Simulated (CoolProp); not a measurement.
Values from CoolProp's reference Helmholtz-energy equation of state, Lemmon 2006. It is a short technical equation, of lower accuracy than the large ones.

Question: For toluene, give the phase and the cv (kJ/(kg K)), speed of sound (m/s), Joule-Thomson coefficient (K/MPa), Prandtl number at 294.3 K and 0.184 MPa.

Answer: 
- 294.3 K and 0.184 MPa: liquid; cv 1.25, speed of sound 1320, Joule-Thomson coefficient -0.468, Prandtl number 7.44

Viscosity comes from a separate model (Avgeri 2015). Thermal conductivity comes from a separate model (Assael 2012).
